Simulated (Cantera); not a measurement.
Feed: 1 mol BF₃, 4 mol O₂, 0.14 mol H₂, held at 1175 K and 66.0 Pa.

These are equilibrium values from Cantera (NASA tables, ideal gas, pure condensed phases), not measurements of a reactor. Candidate condensed phases: B, B₂O₃, B₃O₃H₃, H₂O; 43 gas species. Equilibrium is a limit: real reactors are often held back by kinetics, nucleation or transport.

**Question.** What is the equilibrium state?

**Answer.** 
| Quantity | Result |
|---|---|
| x(O₂) | 0.755 |
| x(BF₃) | 0.166 |
| x(HF) | 0.0528 |
| x(BOF) | 0.0253 |
| x(H₂O) | 0.000456 |
| x(B₃O₃F₃) | 0.000343 |
| x(HBO₂) | 6.11e-5 |
| x(BOF₂) | 2.30e-5 |
| x(OH) | 1.23e-6 |
| gas amount | 5.204 mol |
| log10 activity of B(s) (absent) | -20.22 |
| log10 activity of B₃O₃H₃(s) (absent) | -47.53 |
